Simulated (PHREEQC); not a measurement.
PHREEQC input (ion-association model, wateq4f.dat):

```
SOLUTION_MASTER_SPECIES
  An  An-  0  An  62.0  # stands for a non-complexing anion
SOLUTION_SPECIES
  An- = An-
    -log_k 0
    -gamma 3.0 0
PHASES
  Fix_H+
    H+ = H+
    -log_k 0
SOLUTION 1
  temp 25
  units mmol/kgw
  pH 7 charge
  S(6) 8e-05
  Na 50.0002
  An 50
END
SELECTED_OUTPUT 1
  -reset false
  -pH true
  -pe true
  -ionic_strength true
  -water true
  -totals Na S S(-2) S(6)
  -molalities Hfo_wOH Hfo_wOH2+ Hfo_wO- Hfo_sOH Hfo_sOH2+ Hfo_sO- Hfo_wSO4- Hfo_wOHSO4-2
  -saturation_indices Mirabilite
USER_PUNCH 1
  -headings sigma psi
  10 PUNCH EDL("sigma", "Hfo"), EDL("psi", "Hfo")
PRINT
  -reset false
USE solution 1
SURFACE 1
  Hfo_wOH 4.49438e-05 600 0.02
  Hfo_sOH 1.1236e-06
EQUILIBRIUM_PHASES 1
  Fix_H+ -4 HAn 10
    -force_equality true
  O2(g) -0.68 10
END
# ... the last block is repeated for the other 16 points of pH, with NaOH or the acid as the point needs
```

Selected output (columns that matter, 11 of 17 rows; pH added in front):

```
pH	mu	Na	S	m_Hfo_wOH	m_Hfo_wOH2+	m_Hfo_wO-	m_Hfo_sOH	m_Hfo_sOH2+	m_Hfo_sO-	m_Hfo_wSO4-	m_Hfo_wOHSO4-2	si_Mirabilite	sigma	psi
4	0.050136	0.05	4.4181e-09	9.1335e-06	3.5681e-05	5.3559e-08	2.2872e-07	8.9354e-07	1.3412e-09	5.0059e-08	2.5523e-08	-10.405	0.29285	0.15961
4.75	0.050034	0.05	1.2824e-08	1.8853e-05	2.5707e-05	3.1675e-07	4.7204e-07	6.4363e-07	7.9307e-09	2.7298e-08	3.9877e-08	-9.9396	0.20842	0.14229
5.12	0.05002	0.05	2.3978e-08	2.332e-05	2.0974e-05	5.9398e-07	5.8373e-07	5.25e-07	1.4868e-08	1.7427e-08	3.8595e-08	-9.6676	0.16722	0.13109
5.88	0.050008	0.05	6.1115e-08	2.9974e-05	1.3417e-05	1.5339e-06	7.4966e-07	3.3558e-07	3.8365e-08	3.4653e-09	1.542e-08	-9.2611	0.097671	0.10406
6.25	0.050005	0.05	7.2832e-08	3.1904e-05	1.0892e-05	2.1408e-06	7.9772e-07	2.7235e-07	5.3528e-08	1.0488e-09	6.1191e-09	-9.1849	0.072024	0.089132
7	0.050002	0.05	7.9424e-08	3.3879e-05	7.6073e-06	3.4565e-06	8.47e-07	1.9019e-07	8.6415e-08	5.84e-11	5.1806e-10	-9.1472	0.034202	0.05553
7.75	0.050001	0.05	7.9968e-08	3.445e-05	5.8299e-06	4.6636e-06	8.6126e-07	1.4575e-07	1.1659e-07	2.5088e-12	2.953e-11	-9.1443	0.0096121	0.018429
8.12	0.050002	0.050002	7.9993e-08	3.45e-05	5.2059e-06	5.2377e-06	8.6251e-07	1.3015e-07	1.3094e-07	5.1289e-13	6.7702e-12	-9.1441	-0.00026211	-0.00051336
8.88	0.050011	0.050012	8e-08	3.4243e-05	4.0217e-06	6.6793e-06	8.5607e-07	1.0054e-07	1.6698e-07	1.9752e-14	3.3499e-13	-9.1439	-0.021904	-0.039034
9.25	0.050024	0.050026	8e-08	3.3836e-05	3.4052e-06	7.7023e-06	8.4591e-07	8.5131e-08	1.9256e-07	4.1444e-15	8.2028e-14	-9.1437	-0.035417	-0.056953
10	0.050128	0.050133	8e-08	3.1783e-05	2.0904e-06	1.107e-05	7.9458e-07	5.2259e-08	2.7676e-07	1.8823e-16	5.7006e-15	-9.1424	-0.074016	-0.090392
```
